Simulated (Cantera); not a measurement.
Feed: 1 mol C₃H₆, 0.36 mol CO₂, 0.18 mol N₂, equilibrated at 823 K and 0.280 bar.

Cantera equilibrium calculation (NASA polynomials, part measured and part estimated; ideal gas, pure solids and liquids). Candidate condensed phases: C, C₆H₆, C₇H₈, C₈H₁₈, H₂O; 136 gas species. Equilibrium is a limit: real reactors are often held back by kinetics, nucleation or transport.

Base state: H₂ 0.637, H₂O 0.117, CH₄ 0.106, N₂ 0.0579, CO 0.0495, CO₂ 0.0328, NH₃ 8.17e-5 (mole fractions); condensed: C(graphite).

### Question
What changes in the equilibrium state with this change: temperature from 823 K to 2848 K?

### Answer
```json
[
 {"species": "H₂", "before": "0.637", "after": "0.606"},
 {"species": "CO", "before": "0.0495", "after": "0.171"},
 {"species": "H", "before": "<1e-9", "after": "0.142"},
 {"species": "H₂O", "before": "0.117", "after": "3.34e-7"},
 {"species": "C₂H₂ (acetylene)", "before": "<1e-9", "after": "0.0237"},
 {"species": "CO₂", "before": "0.0328", "after": "1.34e-8"},
 {"species": "HCN", "before": "3.16e-8", "after": "0.0206"},
 {"species": "CH₄", "before": "0.106", "after": "9.52e-6"},
 {"species": "N₂", "before": "0.0579", "after": "0.0306"},
 {"species": "HNC", "before": "<1e-9", "after": "0.00343"},
 {"species": "C₂H", "before": "<1e-9", "after": "0.000758"},
 {"species": "CN", "before": "<1e-9", "after": "0.000429"},
 {"species": "C₄H₂", "before": "<1e-9", "after": "0.000385"},
 {"species": "C(graphite), mol", "before": "2.78", "after": "2.32"}
]
```
